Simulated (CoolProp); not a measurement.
Vapour-liquid equilibrium of R143a (1) + R134a (2) at 272 K; x and y are mole fractions of (1).

Values from CoolProp's multi-fluid Helmholtz-energy mixture model, Lemmon and Jacobsen 2000 and Tillner-Roth 1994; pair parameters Lemmon 2004.

**Question.** Give the bubble pressure and the first vapour's composition at x = 0.425, 0.5, 0.8. Is there an azeotrope?

**Answer.** x = 0.425: 0.4122 MPa, y = 0.589; x = 0.5: 0.4358 MPa, y = 0.658; x = 0.8: 0.5319 MPa, y = 0.883. No azeotrope shows between x = 0.05 and 0.95.

Pair parameters are fitted to limited data, so mixtures are less certain than the pure fluids.
